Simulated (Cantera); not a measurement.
Transport properties of process gases

Gas mixture: C2H4 = 0.12 (molar parts), at 1730 Torr, frozen composition.

Cantera's kinetic-theory transport with the Lennard-Jones parameters of GRI-Mech 3.0, ideal gas; thermal conductivity in the multicomponent form. The composition is frozen, though it would react at the higher temperatures.

| T (K) | ρ (kg/m³) | cp (J/kg/K) | μ (µPa s) | λ (mW/m/K) | Pr | D (cm²/s) CH4 | D (cm²/s) H2O | D (cm²/s) NO |
|---|---|---|---|---|---|---|---|---|
| 400 | 1.94 | 1877 | 13.3 | 33.5 | 0.748 | 0.128 | 0.127 | 0.118 |
| 600 | 1.29 | 2529 | 19.1 | 64.4 | 0.750 | 0.267 | 0.280 | 0.242 |
| 800 | 0.970 | 2991 | 24.1 | 96.0 | 0.750 | 0.441 | 0.481 | 0.398 |
| 1000 | 0.776 | 3354 | 28.5 | 128 | 0.749 | 0.646 | 0.722 | 0.581 |
| 1200 | 0.647 | 3625 | 32.5 | 158 | 0.748 | 0.881 | 1.00 | 0.791 |
| 1400 | 0.554 | 3836 | 36.2 | 186 | 0.746 | 1.14 | 1.31 | 1.02 |
| 1600 | 0.485 | 4000 | 39.7 | 213 | 0.745 | 1.43 | 1.65 | 1.28 |
| 1800 | 0.431 | 4126 | 42.9 | 238 | 0.744 | 1.74 | 2.03 | 1.56 |
| 2000 | 0.388 | 4223 | 46.1 | 262 | 0.743 | 2.08 | 2.43 | 1.86 |
D: mixture-averaged diffusion coefficient of that species in the mixture.
